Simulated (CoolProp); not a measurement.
Dimethyl ether along the isotherm 422 K: density (kg/m³) from the reference equation and from simpler models built on Tc = 400.4 K, pc = 5337 kPa, ω = 0.196; each cubic takes its own stable root.

Model: reference Helmholtz-energy equation of state, Wu 2011, in CoolProp.

| p (kPa) | phase | reference | Redlich-Kwong | Peng-Robinson |
|---|---|---|---|---|
| 2960 | gas | 47.71 | 47.49 | 48.30 |
| 5930 | supercritical | 142.7 | [?] | 143.5 |
| 8890 | supercritical | 375.4 | 326.1 | 338.6 |
| 11900 | supercritical | 440.4 | 385.3 | 413.4 |
| 14800 | supercritical | 471.7 | 418.9 | 454.2 |
| 17800 | supercritical | 494.0 | 444.2 | 484.4 |
| 20800 | supercritical | [?] | 464.2 | [?] |
| 23700 | supercritical | 524.7 | [?] | 526.9 |
| 26700 | supercritical | 536.7 | 494.7 | [?] |

Task: Complete the blanks.

Result: 
- 5930, Redlich-Kwong: 141.7
- 20800, reference: 511.1
- 20800, Peng-Robinson: 508.1
- 23700, Redlich-Kwong: 480.4
- 26700, Peng-Robinson: 543.6
